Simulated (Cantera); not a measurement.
Low-pressure radical oxidation in H2/O2

A perfectly stirred reactor is fed with H₂ : O₂ = 0.19 : 1 (molar parts), equivalence ratio 0.095, at 0.975 Torr; it is held at 1400 K, and followed from long to short residence time.

Cantera simulation using GRI-Mech 3.0 (53 species, 325 reactions); the numbers are that mechanism's predictions, not measurements. Radical loss at walls, strong at low pressure, is not modelled. The temperature is held fixed by assumption; the heat of reaction is taken as removed at once.

```json
[
 {"τ (s)": "18", "x H₂": "0.00165", "x O₂": "0.806", "x OH": "0.00776", "x HO₂": "3.73e-7", "x O": "0.0168"},
 {"τ (s)": "4.8", "x H₂": "0.00331", "x O₂": "0.786", "x OH": "0.0108", "x HO₂": "4.51e-7", "x O": "0.0349"},
 {"τ (s)": "1.3", "x H₂": "0.00524", "x O₂": "0.759", "x OH": "0.0134", "x HO₂": "4.72e-7", "x O": "0.0581"},
 {"τ (s)": "0.35", "x H₂": "0.00657", "x O₂": "0.740", "x OH": "0.0146", "x HO₂": "4.66e-7", "x O": "0.0738"},
 {"τ (s)": "0.095", "x H₂": "0.00775", "x O₂": "0.733", "x OH": "0.0153", "x HO₂": "4.62e-7", "x O": "0.0789"},
 {"τ (s)": "0.026", "x H₂": "0.0106", "x O₂": "0.734", "x OH": "0.0161", "x HO₂": "4.60e-7", "x O": "0.0768"},
 {"τ (s)": "0.0070", "x H₂": "0.0202", "x O₂": "0.744", "x OH": "0.0180", "x HO₂": "4.54e-7", "x O": "0.0666"},
 {"τ (s)": "0.0019", "x H₂": "0.0497", "x O₂": "0.767", "x OH": "0.0189", "x HO₂": "4.10e-7", "x O": "0.0452"},
 {"τ (s)": "0.00051", "x H₂": "0.137", "x O₂": "0.826", "x OH": "0.00566", "x HO₂": "2.37e-7", "x O": "0.00777"}
]
```
x: mole fraction; the columns are a selection and need not sum to one.
